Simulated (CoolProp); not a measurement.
A single-stage vapour-compression cycle with R141b: evaporating at 300.15 K (dew point), condensing at 353.15 K (bubble point), superheat 2 K, subcooling 0 K, compressor efficiency 0.7, no pressure losses. Each further row changes one setting.

Computed with CoolProp (reference Helmholtz-energy equation of state, Lemmon 2006). It is a short technical equation, of lower accuracy than the large ones.

```tsv
case	cooling COP	pressure ratio	discharge temperature (K)	refrigerating effect (kJ/kg)	volumetric capacity (kJ/m³)
as stated	3.25	4.98	370.2	163	664
evaporating temperature 305.15 K	3.72	4.17	368.1	166	802
condensing temperature 348.15 K	3.68	4.39	364.5	169	690
subcooling 5 K	3.38	4.98	370.2	169	690
superheat 12 K	3.29	4.98	380.9	171	672
compressor efficiency 0.6	2.79	4.98	379.2	163	664
```
